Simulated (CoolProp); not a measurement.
Vapour-liquid equilibrium of isobutane (1) + isobutene (2) at 305.5 K; x and y are mole fractions of (1).

The numbers come from the multi-fluid Helmholtz-energy mixture model, Bücker 2006 and Lemmon 2005; pair parameters Bell 2016 in CoolProp.

Q: Give the bubble pressure and the first vapour's composition at x = 0.425, 0.65, 0.725. Is there an azeotrope?

A: x = 0.425: 0.4072 MPa, y = 0.455; x = 0.65: 0.4185 MPa, y = 0.672; x = 0.725: 0.4218 MPa, y = 0.743. No azeotrope shows between x = 0.05 and 0.95.

Pair parameters are fitted to limited data, so mixtures are less certain than the pure fluids.
